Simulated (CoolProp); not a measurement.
Vapour-liquid equilibrium of hydrogen chloride (1) + n-butane (2) at 198.1 K; x and y are mole fractions of (1).

Computed with CoolProp (multi-fluid Helmholtz-energy mixture model, Thol 2018 and Bücker 2006; pair parameters Bell 2016).

| x | bubble pressure (bar) | y at the bubble point | dew pressure at overall composition x (bar) | liquid density (mol/L) |
|---|---|---|---|---|
| 0.05 | 0.2894 | 0.944 | 0.01758 | 12.05 |
| 0.15 | 0.7759 | 0.980 | 0.01964 | 12.97 |
| 0.25 | 1.121 | 0.987 | 0.02226 | 14.01 |
| 0.35 | 1.319 | 0.990 | 0.02567 | ___ |
| 0.45 | 1.408 | 0.991 | 0.03033 | ___ |
| 0.55 | 1.440 | 0.991 | 0.03704 | 18.22 |
| 0.65 | 1.454 | 0.991 | 0.04756 | 20.18 |
| 0.75 | 1.481 | 0.992 | 0.06644 | ___ |
| 0.85 | 1.542 | 0.993 | 0.1102 | 25.58 |
| 0.95 | 1.650 | 0.997 | 0.3223 | 29.44 |

Question: Complete the blanks.

Answer: 
- 0.35, liquid density (mol/L): 15.20
- 0.45, liquid density (mol/L): 16.59
- 0.75, liquid density (mol/L): 22.58

No azeotrope shows between x = 0.05 and 0.95.

Pair parameters are fitted to limited data, so mixtures are less certain than the pure fluids. With so large a gap from Raoult's law the liquid may split in two, which this calculation doesn't test in full.
